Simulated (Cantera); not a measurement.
A perfectly stirred reactor is fed with CH₄ : O₂ : N₂ = 1 : 1.11 : 4.18 (molar parts), equivalence ratio 1.8, at 4.93 atm; it is adiabatic with a 300 K inlet, and is followed from long to short residence time, starting on the burning branch (τ in s: 0.065, 0.023, 0.0083, 0.003, 0.0011, 0.00038, 0.00014, 4.8e-05, 1.7e-05).

Computed with Cantera and GRI-Mech 3.0 (53 species, 325 reactions).

Problem. What does this change do: pressure from 4.93 atm to 0.977 atm?

Solution. 
```
quantity                                                                      before                               after
------------------------------------------------  ----------------------------------  ----------------------------------
blow-out, bracketed by the residence times tried  burning at 3.00 ms, out at 1.10 ms  burning at 8.30 ms, out at 3.00 ms
x(CH₄) at τ = 65.0 ms                                                         0.0137                              0.0113
x(O₂) at τ = 65.0 ms                                                        0.000826                             0.00154
x(HO₂) at τ = 65.0 ms                                                        2.59e-7                             2.73e-7
x(CH₂CO) at τ = 65.0 ms                                                      3.34e-5                             6.79e-5
x(H) at τ = 65.0 ms                                                          4.89e-5                            0.000154
x(CH₄) at τ = 1.10 ms                                                          0.159                               0.159
x(O₂) at τ = 1.10 ms                                                           0.176                               0.176
x(HO₂) at τ = 1.10 ms                                                         <1e-12                              <1e-12
x(CH₂CO) at τ = 1.10 ms                                                       <1e-12                              <1e-12
x(H) at τ = 1.10 ms                                                           <1e-12                              <1e-12
```

Problem. What does this change do: 0.16 parts CO2 added?

Solution. 
```
quantity                                                                      before                               after
------------------------------------------------  ----------------------------------  ----------------------------------
blow-out, bracketed by the residence times tried  burning at 3.00 ms, out at 1.10 ms  burning at 3.00 ms, out at 1.10 ms
x(CH₄) at τ = 65.0 ms                                                         0.0137                              0.0156
x(O₂) at τ = 65.0 ms                                                        0.000826                             0.00121
x(HO₂) at τ = 65.0 ms                                                        2.59e-7                             3.51e-7
x(CH₂CO) at τ = 65.0 ms                                                      3.34e-5                             4.53e-5
x(H) at τ = 65.0 ms                                                          4.89e-5                             3.33e-5
x(CH₄) at τ = 1.10 ms                                                          0.159                               0.155
x(O₂) at τ = 1.10 ms                                                           0.176                               0.172
x(HO₂) at τ = 1.10 ms                                                         <1e-12                              <1e-12
x(CH₂CO) at τ = 1.10 ms                                                       <1e-12                              <1e-12
x(H) at τ = 1.10 ms                                                           <1e-12                              <1e-12
```
